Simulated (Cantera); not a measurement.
**Diamond growth**

A diamond (100) surface in a fixed gas of H2 with x(CH4) = 0.027, x(H) = 0.021, at 925 K, 8200 Pa; coverages are run to steady state.

Detailed kinetics in Cantera: the Harris–Goodwin 1993 mechanism for the reconstructed diamond (100) surface.

| x(CH3) | growth (µm/h) | θ c6HH | θ c6H* | θ c6*H | θ c6** | θ c6HM |
|---|---|---|---|---|---|---|
| 1e-06 | 0.0299 | 0.667 | 0.0126 | 0.314 | 0.00552 | 3.60e-5 |
| 2.4e-06 | 0.0717 | 0.667 | 0.0126 | 0.314 | 0.00552 | 8.64e-5 |
| 5.6e-06 | 0.167 | 0.667 | 0.0126 | 0.314 | 0.00551 | 0.000202 |
| 1.3e-05 | 0.388 | 0.667 | 0.0126 | 0.314 | 0.00551 | 0.000468 |
| 3.1e-05 | 0.925 | 0.667 | 0.0125 | 0.314 | 0.00551 | 0.00111 |
| 7.3e-05 | 2.17 | 0.665 | 0.0125 | 0.313 | 0.00549 | 0.00262 |
| 0.00017 | 5.04 | 0.662 | 0.0125 | 0.312 | 0.00546 | 0.00607 |
| 0.0004 | 11.7 | 0.656 | 0.0123 | 0.309 | 0.00539 | 0.0141 |
| 0.00095 | 27.1 | 0.640 | 0.0120 | 0.301 | 0.00522 | 0.0327 |
θ: site fractions in the mechanism's names (c6HH fully hydrogenated, c6H* and c6*H radical sites, c6** diradical, c6HM methylated).
